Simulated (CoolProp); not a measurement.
Saturation properties of chlorine (Tc = 416.9 K, pc = 7.642 MPa, ω = 0.070).

Model: reference Helmholtz-energy equation of state, Thol 2021, in CoolProp.

```json
[
 {"T (K)": "284.6", "p (MPa)": "0.5271", "liquid density (kg/m³)": "1434", "vapour Z": "…"},
 {"T (K)": "290.1", "p (MPa)": "0.6195", "liquid density (kg/m³)": "1417", "vapour Z": "0.9078"},
 {"T (K)": "295.6", "p (MPa)": "0.7235", "liquid density (kg/m³)": "1401", "vapour Z": "0.8978"},
 {"T (K)": "301.1", "p (MPa)": "0.8397", "liquid density (kg/m³)": "1384", "vapour Z": "0.8871"},
 {"T (K)": "306.5", "p (MPa)": "0.9666", "liquid density (kg/m³)": "…", "vapour Z": "0.8759"},
 {"T (K)": "312", "p (MPa)": "1.110", "liquid density (kg/m³)": "1349", "vapour Z": "0.8640"},
 {"T (K)": "317.5", "p (MPa)": "1.267", "liquid density (kg/m³)": "1330", "vapour Z": "0.8514"},
 {"T (K)": "322.9", "p (MPa)": "1.437", "liquid density (kg/m³)": "1312", "vapour Z": "0.8384"},
 {"T (K)": "328.4", "p (MPa)": "1.627", "liquid density (kg/m³)": "1293", "vapour Z": "0.8244"},
 {"T (K)": "333.9", "p (MPa)": "1.833", "liquid density (kg/m³)": "…", "vapour Z": "0.8097"},
 {"T (K)": "339.4", "p (MPa)": "2.058", "liquid density (kg/m³)": "1253", "vapour Z": "0.7943"},
 {"T (K)": "344.8", "p (MPa)": "…", "liquid density (kg/m³)": "1233", "vapour Z": "0.7783"},
 {"T (K)": "350.3", "p (MPa)": "2.559", "liquid density (kg/m³)": "1211", "vapour Z": "0.7612"},
 {"T (K)": "355.8", "p (MPa)": "…", "liquid density (kg/m³)": "…", "vapour Z": "0.7432"},
 {"T (K)": "361.2", "p (MPa)": "3.141", "liquid density (kg/m³)": "1165", "vapour Z": "…"}
]
```

**Question.** Fill in the missing entries.

**Answer.** 
- 284.6, vapour Z: 0.9173
- 306.5, liquid density (kg/m³): 1366
- 333.9, liquid density (kg/m³): 1273
- 344.8, p (MPa): 2.297
- 355.8, p (MPa): 2.842
- 355.8, liquid density (kg/m³): 1188
- 361.2, vapour Z: 0.7245

It boils at 239.2 K under 1 atm.
